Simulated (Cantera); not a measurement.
Feed: 1 mol FeS2, 4.4 mol O2, at 1377 °C and 1 atm.

Method: chemical equilibrium by Gibbs-energy minimisation in Cantera with the NASA 1993 tables (ideal gas, pure condensed phases). Candidate condensed phases: Fe, FeO, FeS, FeSO4, FeS2, Fe2O3, Fe2(SO4)3, Fe3O4, S; 12 gas species. The numbers say what is thermodynamically allowed, not how fast it happens.

Base state: SO2 0.543, O2 0.450, SO3 0.00685, O 1.73e-5 (mole fractions); condensed: Fe2O3(s).

Question: What changes in the equilibrium state with this change: temperature from 1377 °C to 725 °C?

Answer: 
```json
[
 {"species": "O2", "before": "0.450", "after": "0.439"},
 {"species": "SO3", "before": "0.00685", "after": "0.310"},
 {"species": "SO2", "before": "0.543", "after": "0.252"},
 {"species": "O", "before": "1.73e-5", "after": "<1e-9"},
 {"species": "Fe2O3(s), mol", "before": "0.500", "after": "0.222"},
 {"species": "Fe2(SO4)3(s), mol", "before": "0", "after": "0.278"}
]
```
